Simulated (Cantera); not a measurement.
What does this Cantera script print?

```python
import numpy as np
import cantera as ct

gas_names = """
    B BF BF2 BF3 BH BHF2 BH2 BH3 BN B2 F F2 H HF H2 H2F2 H3F3 H4F4 H5F5 H6F6 H7F7 N NF NF2 NF3 NH NH2
    NH3 N2 N2H2 N2H4
""".split()
cond_names = """
    B(b) B(L) BN(s)
""".split()


# ... load() reads the species with a 1 bar reference pressure and builds the phases ...
atoms = {
    'BF3': {'B': 1, 'F': 3},
    'NH3': {'N': 1, 'H': 3},
}
top_T = {'BN(s)': 3200}  # K; cautious upper limits of use, not melting points


# ... equilibrate(T, P, feed) seeds the gas with the atoms and calls Mixture.equilibrate('TP', solver="vcs", rtol=1e-11, max_steps=5000) ...
results = []
feed = {'BF3': 1, 'NH3': 18}  # mol
T = 2423  # K
P = 133.322  # Pa
mix = equilibrate(T, P, feed)
results.append((T, P, feed, dict(zip(mix.species_names, mix.species_moles))))
print(gas.report(threshold=0.001))
for i in range(1, mix.n_phases):
    print(f"{mix.phase(i).name:16s} {mix.phase_moles(i):12.5e} mol")
```

Output:

```
       temperature   2423 K
          pressure   133.32 Pa
           density   5.4965e-05 kg/m^3
  mean mol. weight   8.3056 kg/kmol
   phase of matter   gas

                          1 kg             1 kmol
                     ---------------   ---------------
          enthalpy        1.3852e+07        1.1505e+08  J
   internal energy        1.1427e+07        9.4904e+07  J
           entropy             31977        2.6559e+05  J/K
    Gibbs function       -6.3628e+07       -5.2846e+08  J
 heat capacity c_p            3750.5             31150  J/K
 heat capacity c_v            2749.4             22835  J/K

                      mass frac. Y      mole frac. X     chem. pot. / RT
                     ---------------   ---------------   ---------------
                BF          0.076263          0.021249           -45.193
                 H          0.038192           0.31469           -13.798
                HF           0.10467          0.043455           -48.569
                H2           0.10193           0.41994           -27.597
                N2           0.67348           0.19967           -35.836
     [  +26 minor]         0.0054627        0.00099376

B(L)              0.00000e+00 mol
BN(s)             0.00000e+00 mol
```

Equilibrium computed with Cantera from the NASA thermochemical tables; the gas is ideal and each condensed phase is pure. The tables' values for BF2 are old estimates; treat these amounts as uncertain.
